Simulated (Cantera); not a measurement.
An adiabatic, constant-volume homogeneous reactor starts with 7.66 % CH4, 5.74 % H2, 18.2 % O2, 68.4 % N2, equivalence ratio 1.00, at 1275 K and 100000 Pa.

Model: GRI-Mech 3.0 (53 species, 325 reactions), integrated in Cantera.

x: mole fraction; the columns are a selection and need not sum to one.

| t (s) | T (K) | P (bar) | x CH4 | x H2 | x O2 | x H2O | x CH3 |
|---|---|---|---|---|---|---|---|
| 3.00e-6 | 1275 | 1.00 | 0.0766 | 0.0574 | 0.182 | 4.26e-9 | ? |
| 1.44e-5 | 1275 | 1.00 | 0.0766 | 0.0574 | 0.182 | 6.36e-8 | ? |
| 6.89e-5 | 1275 | 1.000 | 0.0766 | 0.0574 | 0.182 | 1.69e-6 | ? |
| 0.000330 | 1286 | 1.01 | 0.0749 | 0.0568 | 0.181 | 0.00181 | ? |
| 0.00158 | 2862 | 2.29 | <1e-12 | 0.0225 | 0.0188 | 0.168 | <1e-12 |
| 0.00758 | 2860 | 2.28 | <1e-12 | 0.0226 | 0.0184 | 0.168 | <1e-12 |
| 0.0363 | 2860 | 2.28 | <1e-12 | 0.0226 | 0.0184 | 0.168 | <1e-12 |
| 0.174 | 2860 | 2.28 | <1e-12 | 0.0226 | 0.0184 | 0.168 | <1e-12 |
| 0.835 | 2860 | 2.28 | <1e-12 | 0.0226 | 0.0184 | 0.168 | <1e-12 |
| 4.00 | 2860 | 2.28 | <1e-12 | 0.0226 | 0.0184 | 0.168 | <1e-12 |

Some entries are withheld; supply them.


- 3.00e-6, x CH3: 1.56e-8
- 1.44e-5, x CH3: 1.26e-7
- 6.89e-5, x CH3: 1.83e-6
- 0.000330, x CH3: 0.000382
